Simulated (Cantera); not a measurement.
A closed system holds: 1 mol Cu, 0.0023 mol O2, 1.5 mol N2, at 1425 °C.

Cantera equilibrium calculation (NASA polynomials, part measured and part estimated; ideal gas, pure solids and liquids). Candidate condensed phases: Cu, CuO, Cu2O; 12 gas species. Each liquid is taken as pure. Mutual solubility and eutectic melting of coexisting phases are not modelled. Equilibrium is a limit: real reactors are often held back by kinetics, nucleation or transport.

log p: log10 of the partial pressure in bar; n: condensed amount in mol.

| P (Pa) | log p N2 | log p Cu | log p O2 | log p NO | n Cu(l) | n Cu2O(l) |
|---|---|---|---|---|---|---|
| 10 | -4.22 | -4.40 | -7.11 | -7.82 | 0 | 0 |
| 120 | ? | -3.81 | ? | ? | ? | 0 |
| 1600 | -1.80 | -3.81 | -4.66 | -5.38 | 0.985 | 0 |
| 19000 | ? | -3.81 | ? | ? | 0.999 | 0 |
| 240000 | 0.38 | -3.81 | -2.95 | -3.43 | 0.994 | 0.00295 |
| 3000000 | 1.48 | -3.81 | -2.95 | -2.88 | 0.991 | 0.00442 |

Complete the blanks.


- 120, log p N2: -2.98
- 120, log p O2: -5.85
- 120, log p NO: -6.56
- 120, n Cu(l): 0.777
- 19000, log p N2: -0.72
- 19000, log p O2: -3.58
- 19000, log p NO: -4.30
